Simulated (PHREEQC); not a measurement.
Make-up at 85 °C: 0.045 mol HF, 0.0037 mol (CH3)4NF and 0.0073 mol (NH4)2SiF6 per kg of water. Closed to the air; pH follows from the charge balance.

Equilibrium calculation in PHREEQC: ion-association model, wateq4f.dat.

Problem. The ionic strength comes out as 0.0279 mol/kgw. What activity coefficients do NH4+, SiF6-2, HF2-, H+, F- get?

Solution. NH4+ 0.84, SiF6-2 0.50, HF2- 0.83, H+ 0.86, F- 0.83.

No solid was allowed to form. Complexes and solids missing from the database can't appear. (CH3)4N+ isn't in the database: it is added as a free cation with an ion size of 4 Å. Constants without temperature data keep their 25 °C values here. SiF6-2 is the database's only silicon fluoride.
